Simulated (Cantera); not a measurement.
Feed: 1 mol Al2O3, 0.37 mol H2, equilibrated at 1875 K and 1.50 mbar.

These are equilibrium values from Cantera (NASA tables, ideal gas, pure condensed phases), not measurements of a reactor. Candidate condensed phases: Al, Al2O3, H2O; 19 gas species. The tables' values for AlOH are old estimates; treat these amounts as uncertain. Kinetics and transport are ignored.

Base state: H2 0.983, H 0.0168, H2O 0.000337, Al 0.000191, Al2O 2.05e-5, AlOH 1.09e-5 (mole fractions); condensed: Al2O3(s).

Question: What changes in the equilibrium state with this change: Al2O3 replaced by TiO2?

Answer: 
| species | before | after |
|---|---|---|
| H2 | 0.983 | 0.855 |
| H2O | 0.000337 | 0.129 |
| H | 0.0168 | 0.0156 |
| Al | 0.000191 | 0 |
| TiO2 | 0 | 1.26e-5 |
| Al2O | 2.05e-5 | 0 |
| AlOH | 1.09e-5 | 0 |
| OH | 4.48e-7 | 0.000185 |
| Al2O3(s), mol | 1.000 | 0 |
| TiO2(rutile), mol | 0 | 0.807 |
| Ti4O7(s), mol | 0 | 0.0484 |
Mutual solubility and eutectic melting of coexisting phases are not modelled. Condensed phases not in the tables: Magnéli phases beyond Ti4O7. Further candidate phases: Ti, TiO, TiO2, Ti2O3, Ti3O5, Ti4O7.
